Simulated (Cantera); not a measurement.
## Ignition delay

Mixture: C₃H₈ : O₂ : N₂ : CO₂ = 1 : 5.26 : 32.6 : 3.3 (molar parts), equivalence ratio 0.95, at 1.38 atm, adiabatic and at constant volume. Ignition delay is the time to a rise of 400 K.

Model: GRI-Mech 3.0 (53 species, 325 reactions), integrated in Cantera. GRI-Mech 3.0 was tuned for natural gas; its chemistry of propane as a main component is partial and can be far from experiment.

| T0 (K) | delay (ms) |
|---|---|
| 1298 | 1.19 |
| 1348 | 0.539 |
| 1398 | 0.268 |
| 1448 | 0.145 |
| 1498 | 0.0854 |
| 1548 | 0.0540 |
| 1598 | 0.0364 |
| 1648 | 0.0259 |
| 1698 | 0.0193 |
| 1748 | 0.0150 |

| Quantity | Result |
|---|---|
| apparent activation energy between 1648 and 1748 K | 130 kJ/mol |
